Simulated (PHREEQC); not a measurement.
A solution holds 0.054 mol/kgw H2SO4, 0.021 mol/kgw ZnSO4 and 0.0074 mol/kgw Na2SO4, at 25 °C. Closed to the air; pH follows from the charge balance.

Equilibrium calculation in PHREEQC: ion-association model, wateq4f.dat.

```yaml
pH: 1.31
ionic_strength: 0.134 mol/kgw
total_alkalinity: -108 meq/kg
```

| species | molality | activity | log γ |
|---|---|---|---|
| H+ | 0.0597 | 0.0486 | -0.090 |
| HSO4- | 0.0483 | 0.0366 | -0.121 |
| SO4-2 | 0.0229 | 0.00774 | -0.472 |
| Na+ | 0.0143 | 0.0109 | -0.116 |
| Zn+2 | 0.0119 | 0.00437 | -0.434 |
| ZnSO4 | 0.00769 | 0.00793 | 0.013 |
| Zn(SO4)2-2 | 0.00145 | 0.000499 | -0.465 |
| NaSO4- | 0.000549 | 0.000423 | -0.113 |

No solid was allowed to form. Species that the database lacks are ignored.
